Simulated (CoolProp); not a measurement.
Model: reference Helmholtz-energy equation of state, Zhou 2012, in CoolProp.

### Question
For m-xylene, give the phase and the Z, cv (kJ/(kg K)), Joule-Thomson coefficient (K/MPa) at 620 K and 1470 kPa; 620 K and 2950 kPa; 620 K and 7360 kPa.

### Answer
- 620 K and 1470 kPa: gas; Z 0.834, cv 2.19, Joule-Thomson coefficient 9.37
- 620 K and 2950 kPa: gas; Z 0.598, cv 2.28, Joule-Thomson coefficient 15.1
- 620 K and 7360 kPa: supercritical; Z 0.303, cv 2.26, Joule-Thomson coefficient 1.06
